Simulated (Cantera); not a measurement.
What does this Cantera script print?

```python
import numpy as np
import cantera as ct

gas_names = [...]  # 115 gases of nasa_gas.yaml made of C, Ca, H, O
cond_names = """
    C(gr) C6H6(L) C7H8(L) C8H18(L),n-octa Ca(a) Ca(b) Ca(L) CaCO3(caL) CaO(s) CaO(L) CaO2H2(s) H2O(s)
    H2O(L)
""".split()


# ... load() reads the species with a 1 bar reference pressure and builds the phases ...
atoms = {
    'Ca(OH)2': {'Ca': 1, 'O': 2, 'H': 2},
    'CO2': {'C': 1, 'O': 2},
    'H2O': {'H': 2, 'O': 1},
}
top_T = {'C(gr)': 4500}  # K; cautious upper limits of use, not melting points


# ... equilibrate(T, P, feed) seeds the gas with the atoms and calls Mixture.equilibrate('TP', solver="vcs", rtol=1e-11, max_steps=5000) ...
results = []
feed = {'Ca(OH)2': 1, 'CO2': 0.041, 'H2O': 0.088}  # mol
P = 100000  # Pa
for T in [750, 850, 950, 1050, 1150, 1250, 1350, 1450, 1550, 1650, 1750, 1850, 1950]:
    mix = equilibrate(T, P, feed)
    results.append((T, P, feed, dict(zip(mix.species_names, mix.species_moles))))

top = {s: max(r[3][s] / sum(r[3][g] for g in gas_names) for r in results) for s in gas_names}
cols = sorted((s for s in top if top[s] > 1e-05), key=lambda s: -top[s])[:7]
seen = [c for c in cond_names if any(r[3].get(c, 0) > 1e-12 for r in results)]
print("log10 of partial pressures in bar; condensed amounts in mol")
print(f"{'T/K':>10s}" + "".join(f"{s[:9]:>10s}" for s in cols + seen))
for T, P, feed, n in results:
    ng = sum(n[g] for g in gas_names)
    print(f"{T:10.4g}" + "".join(f"{np.log10(max(n[s] / ng * P / 1e5, 1e-99)):10.3f}" for s in cols)
          + "".join(f"{n.get(c, 0):10.4g}" for c in seen))
```

It prints:

```
log10 of partial pressures in bar; condensed amounts in mol
       T/K       H2O       CO2        H2        O2        OH        CO         H CaCO3(caL    CaO(s) CaO2H2(s)
       750    -0.000    -3.874    -9.471    -9.774   -11.539   -14.131   -17.235   0.04098         0     0.959
       850    -0.001    -2.843    -8.124    -8.429    -9.874   -11.452   -14.751   0.03944    0.9606         0
       950    -0.008    -1.731    -7.064    -7.367    -8.563    -9.040   -12.787   0.02038    0.9796         0
      1050    -0.016    -1.440    -6.206    -6.504    -7.500    -7.701   -11.194         0         1         0
      1150    -0.016    -1.440    -5.489    -5.787    -6.617    -6.838    -9.872         0         1         0
      1250    -0.016    -1.440    -4.886    -5.184    -5.875    -6.116    -8.759         0         1         0
      1350    -0.016    -1.440    -4.371    -4.670    -5.243    -5.502    -7.809         0         1         0
      1450    -0.016    -1.440    -3.927    -4.226    -4.697    -4.974    -6.988         0         1         0
      1550    -0.016    -1.440    -3.539    -3.839    -4.222    -4.516    -6.271         0         1         0
      1650    -0.017    -1.441    -3.197    -3.499    -3.805    -4.115    -5.640         0         1         0
      1750    -0.017    -1.442    -2.895    -3.198    -3.435    -3.761    -5.081         0         1         0
      1850    -0.018    -1.445    -2.624    -2.931    -3.106    -3.447    -4.581         0         1         0
      1950    -0.020    -1.449    -2.382    -2.691    -2.811    -3.169    -4.132         0    0.9999         0
```

Equilibrium computed with Cantera from the NASA thermochemical tables; the gas is ideal and each condensed phase is pure.
